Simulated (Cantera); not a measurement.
A freely propagating, adiabatic, planar premixed flame of H₂ : O₂ : N₂ = 1 : 0.417 : 1.57 (molar parts), unburnt at 450 K and 0.133 bar; mixture-averaged transport, grid criteria slope 0.08 and curve 0.16, no radiation.

Cantera simulation using the H2/O2 subset of GRI-Mech 3.0, which has no nitrogen chemistry; the numbers are that mechanism's predictions, not measurements. Burning velocities carry a grid error of a few per cent, more on coarse grids.

### Question
How do the results move with these cheaper or finer settings: unity-Lewis-number transport; multicomponent transport; multicomponent+Soret transport; grid criteria slope 0.5, curve 1; grid criteria slope 0.25, curve 0.5; grid criteria slope 0.03, curve 0.06?

### Answer
```
setting                               laminar burning velocity  thermal thickness  peak x(H₂O₂)  peak x(HO₂)  grid points
------------------------------------  ------------------------  -----------------  ------------  -----------  -----------
as above                                              401 cm/s            5.88 mm       7.49e-6      8.93e-5          138
unity-Lewis-number transport                          247 cm/s            4.42 mm       3.08e-6      7.34e-5          128
multicomponent transport                              392 cm/s            5.86 mm       7.56e-6      8.94e-5          138
multicomponent+Soret transport                        374 cm/s            5.76 mm       7.71e-6      8.96e-5          138
grid criteria slope 0.5, curve 1                      474 cm/s            8.17 mm       5.06e-6      7.88e-5           43
grid criteria slope 0.25, curve 0.5                   426 cm/s            6.46 mm       6.62e-6      8.69e-5           73
grid criteria slope 0.03, curve 0.06                  396 cm/s            5.73 mm       7.69e-6      8.99e-5          319
```
Unity Lewis numbers drop preferential diffusion, which matters most where H2 and H carry the flame; Soret adds thermal diffusion.
